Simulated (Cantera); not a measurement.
An isothermal, constant-pressure homogeneous reactor starts with 2.38 % CH₄, 97.6 % N₂, at 1350 K and 20.0 Torr.

Detailed kinetics in Cantera: GRI-Mech 3.0 (53 species, 325 reactions). GRI-Mech 3.0 stops at C3 and has no aromatics, soot or wall deposition, so with more carbon than oxygen in the feed, carbon stays in small species such as C2H2 where larger ones or solid carbon would form. Radical loss at walls, strong at low pressure, is not modelled.

x: mole fraction; the columns are a selection and need not sum to one.

```tsv
t (s)	x CH₄	x CH₃	x HCN	x C₂H₄	x C₂H₆	x H₂	x CH₂
2.00e-6	0.0238	1.40e-11	<1e-12	<1e-12	<1e-12	<1e-12	<1e-12
6.91e-6	0.0238	4.91e-11	<1e-12	<1e-12	<1e-12	1.27e-12	<1e-12
2.39e-5	0.0238	1.80e-10	<1e-12	<1e-12	<1e-12	1.46e-11	<1e-12
8.25e-5	0.0238	7.21e-10	<1e-12	<1e-12	<1e-12	1.49e-10	<1e-12
0.000285	0.0238	3.15e-9	<1e-12	<1e-12	<1e-12	1.18e-9	<1e-12
0.000985	0.0238	1.27e-8	<1e-12	<1e-12	<1e-12	5.93e-9	<1e-12
0.00340	0.0238	4.62e-8	<1e-12	<1e-12	<1e-12	2.27e-8	<1e-12
0.0118	0.0238	1.62e-7	<1e-12	6.46e-12	1.23e-11	8.06e-8	<1e-12
0.0406	0.0238	5.61e-7	<1e-12	2.71e-10	4.90e-10	2.81e-7	<1e-12
0.140	0.0238	1.91e-6	<1e-12	1.10e-8	1.73e-8	9.93e-7	5.20e-12
0.485	0.0238	5.90e-6	<1e-12	3.91e-7	4.04e-7	4.15e-6	4.88e-11
1.68	0.0238	[?]	<1e-12	[?]	[?]	[?]	3.02e-10
5.79	0.0234	2.79e-5	4.50e-12	0.000121	1.51e-5	0.000396	1.05e-9
20.0	0.0217	2.62e-5	1.16e-10	[?]	[?]	[?]	1.01e-9
```

Task: What belongs in the gaps?

Result: 
- 1.68, x CH₃: 1.49e-5
- 1.68, x C₂H₄: 9.47e-6
- 1.68, x C₂H₆: 3.89e-6
- 1.68, x H₂: 3.20e-5
- 20.0, x C₂H₄: 0.000256
- 20.0, x C₂H₆: 1.31e-5
- 20.0, x H₂: 0.00275
